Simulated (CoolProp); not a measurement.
Dodecamethylcyclohexasiloxane (D6) at several states: Z from the reference equation and from simpler models built on Tc = 645.8 K, pc = 961.4 kPa, ω = 0.736; each cubic takes its own stable root.

Computed with CoolProp (reference Helmholtz-energy equation of state, Colonna 2008). It is a short technical equation, of lower accuracy than the large ones.

```tsv
T (K)	p (kPa)	phase	reference
584.2	58.8	gas	0.9636
410.7	29.9	liquid	0.004625
491.7	130	liquid	0.01905
```

### Question
How far does each simpler model (van der Waals, Peng-Robinson) lie from the reference over these 3 states: mean and median of the absolute difference, and the worst?

### Answer
- van der Waals: mean 8552.0 %, median 4716.8 %, worst +20937.8 % at 410.7 K and 29.9 kPa
- Peng-Robinson: mean 2.5 %, median 2.6 %, worst -4.7 % at 491.7 K and 130 kPa

At some of these states van der Waals gives the other phase, because its saturation line lies elsewhere.
